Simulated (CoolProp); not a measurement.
C2F6 (R116) along the isotherm -95.05 °C: density (kg/m³) from the reference equation and from simpler models built on Tc = 19.9 °C, pc = 3.048 MPa, ω = 0.257; each cubic takes its own stable root.

Model: reference Helmholtz-energy equation of state, Lemmon 2006, in CoolProp. It is a short technical equation, of lower accuracy than the large ones.

| p (MPa) | phase | reference |
|---|---|---|
| 0.00482 | gas | 0.4505 |
| 0.0075 | gas | 0.7021 |
| 0.0117 | gas | 1.098 |
| 0.0182 | gas | 1.715 |
| 0.0283 | gas | 2.682 |
| 0.0441 | liquid | 1678 |
| 0.0687 | liquid | 1678 |
| 0.107 | liquid | 1678 |
| 0.166 | liquid | 1678 |
| 0.259 | liquid | 1678 |
| 0.404 | liquid | 1679 |
| 0.629 | liquid | 1680 |
| 0.979 | liquid | 1681 |
| 1.52 | liquid | 1683 |

Q: How far does each simpler model (van der Waals, Redlich-Kwong, Soave-Redlich-Kwong, Peng-Robinson) lie from the reference over these 14 states: mean and median of the absolute difference, and the worst?

A: 
- van der Waals: mean 46.1 %, median 36.7 %, worst -99.8 % at -95.05 °C and 0.0441 MPa
- Redlich-Kwong: mean 17.9 %, median 7.1 %, worst -99.8 % at -95.05 °C and 0.0441 MPa
- Soave-Redlich-Kwong: mean 2.8 %, median 4.2 %, worst -4.3 % at -95.05 °C and 0.0441 MPa
- Peng-Robinson: mean 5.2 %, median 8.0 %, worst +8.1 % at -95.05 °C and 1.52 MPa

At some of these states van der Waals, Redlich-Kwong gives the other phase, because its saturation line lies elsewhere.
